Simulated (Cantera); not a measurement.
Input: 1 mol TiCl4, 0.48 mol O2, at 1352 °C and 0.000800 bar.

Cantera equilibrium calculation (NASA polynomials, part measured and part estimated; ideal gas, pure solids and liquids). Candidate condensed phases: Ti, TiCl2, TiCl3, TiCl4, TiO, TiO2, Ti2O3, Ti3O5, Ti4O7; 15 gas species. Rates play no part.

Base state: Cl 0.755, TiCl4 0.203, Cl2 0.0282, TiCl3 0.0129, TiOCl2 0.00140 (mole fractions); condensed: TiO2(rutile).

**Question.** What changes in the equilibrium state with this change: temperature from 1352 °C to 502 °C?

**Answer.** 
| species | before | after |
|---|---|---|
| Cl2 | 0.0282 | 0.649 |
| TiCl4 | 0.203 | 0.351 |
| Cl | 0.755 | 0.000146 |
| TiCl3 | 0.0129 | <1e-9 |
| TiOCl2 | 0.00140 | <1e-9 |
| TiO2(rutile), mol | 0.478 | 0.480 |
Condensed phases not in the tables: TiOCl.
